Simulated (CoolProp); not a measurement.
Model: reference Helmholtz-energy equation of state, Thol 2021, in CoolProp.

Q: Give the vapour pressure (bar), liquid density (kg/m³), vapour density (kg/m³), enthalpy of vaporisation (kJ/kg) of saturated chlorine at 348.7 K.

A: 
```
T (K)  p (bar)  liquid density (kg/m³)  vapour density (kg/m³)  enthalpy of vaporisation (kJ/kg)
-----  -------  ----------------------  ----------------------  --------------------------------
348.7     24.8                    1220                    79.2                               200
```
